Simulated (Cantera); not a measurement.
A closed system holds: 1 mol Si2H6, 3.2 mol CO2, 6.1 mol N2, at 0.00400 bar.

These are equilibrium values from Cantera (NASA tables, ideal gas, pure condensed phases), not measurements of a reactor. Candidate condensed phases: C, C6H6, C7H8, C8H18, H2O, Si, SiC, SiO2, Si2N2O, Si3N4; 151 gas species. The feed counts by its element totals alone. N2 is the only nitrogen source here; it is nearly inert below about 1500 K, so the nitride shown seldom forms there in practice. Mutual solubility and eutectic melting of coexisting phases are not modelled. The tables hold silica as quartz up to 1696 K and as liquid above; real silica turns to tridymite and cristobalite and melts near 1996 K. Rates play no part.

### Question
Which condensed phases are stable at each of these points (T (°C)): 302, 402, 502, 602, 702, 802, 902, 1002, 1102, 1202, 1302, 1402, 1502, 1602?

### Answer
```csv
T (°C),condensed phases,Si condensed (%)
302,C(graphite) + SiO2(α-quartz),100.0
402,C(graphite) + SiO2(α-quartz),100.0
502,C(graphite) + SiO2(α-quartz),100.0
602,C(graphite) + SiO2(β-quartz),100.0
702,C(graphite) + SiO2(β-quartz),100.0
802,C(graphite) + SiO2(β-quartz),100.0
902,SiO2(β-quartz) + Si2N2O(s),100.0
1002,SiO2(β-quartz) + Si2N2O(s),100.0
1102,SiO2(β-quartz) + Si2N2O(s),99.9
1202,SiO2(β-quartz) + Si2N2O(s),98.6
1302,SiO2(β-quartz) + Si2N2O(s),80.9
1402,SiO2(β-quartz),59.9
1502,SiO2(condensed),59.0
1602,SiO2(condensed),54.1
```

From 302 °C to 502 °C the condensed part is C(graphite) + SiO2(α-quartz). From 602 °C to 802 °C the condensed part is C(graphite) + SiO2(β-quartz). From 902 °C to 1302 °C the condensed part is SiO2(β-quartz) + Si2N2O(s). At 1402 °C the condensed part is SiO2(β-quartz). From 1502 °C to 1602 °C the condensed part is SiO2(condensed).
